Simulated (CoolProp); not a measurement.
A single-stage vapour-compression cycle with n-butane: evaporating at 256.15 K (dew point), condensing at 315.15 K (bubble point), superheat 10 K, subcooling 2 K, compressor efficiency 0.7, no pressure losses. Each further row changes one setting.

The numbers come from the reference Helmholtz-energy equation of state, Bücker 2006 in CoolProp.

```tsv
case	cooling COP	pressure ratio	discharge temperature (K)	refrigerating effect (kJ/kg)	volumetric capacity (kJ/m³)
as stated	2.41	7.74	339.8	280	389
evaporating temperature 261.15 K	2.75	6.25	337.6	287	487
condensing temperature 310.15 K	___	___	___	293	406
subcooling 7 K	2.52	7.74	339.8	293	406
superheat 20 K	___	7.74	___	___	___
compressor efficiency 0.6	___	7.74	349.5	280	389
```

**Question.** Complete the blanks.

**Answer.** 
- condensing temperature 310.15 K, cooling COP: 2.71
- condensing temperature 310.15 K, pressure ratio: 6.73
- condensing temperature 310.15 K, discharge temperature (K): 334.7
- superheat 20 K, cooling COP: 2.45
- superheat 20 K, discharge temperature (K): 350.2
- superheat 20 K, refrigerating effect (kJ/kg): 296
- superheat 20 K, volumetric capacity (kJ/m³): 395
- compressor efficiency 0.6, cooling COP: 2.06
